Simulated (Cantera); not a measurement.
Charge: 1 mol Si2H6, 0.2 mol Cl2, 10 mol N2, at 1427 °C and 150000 Pa.

Cantera equilibrium calculation (NASA polynomials, part measured and part estimated; ideal gas, pure solids and liquids). Candidate condensed phases: NH4Cl, Si, Si3N4; 28 gas species. The feed counts by its element totals alone. The tables' values for SiCl3 are old estimates; treat these amounts as uncertain. The numbers say what is thermodynamically allowed, not how fast it happens.

Base state: N2 0.730, H2 0.236, HCl 0.0332, SiCl2 0.000212, H 5.85e-5, SiCl3 1.43e-5 (mole fractions); condensed: Si3N4(s).

Problem. What changes in the equilibrium state with this change: Cl2 from 0.2 to 0.76 mol?

Solution. 
```csv
species,before,after
N2,0.730,0.699
H2,0.236,0.185
HCl,0.0332,0.111
SiCl2,0.000212,0.00313
SiCl4,1.89e-6,0.000401
SiCl3,1.43e-5,0.000798
SiHCl3,2.60e-6,0.000129
Cl,6.39e-6,2.42e-5
"Si3N4(s), mol",0.666,0.648
```
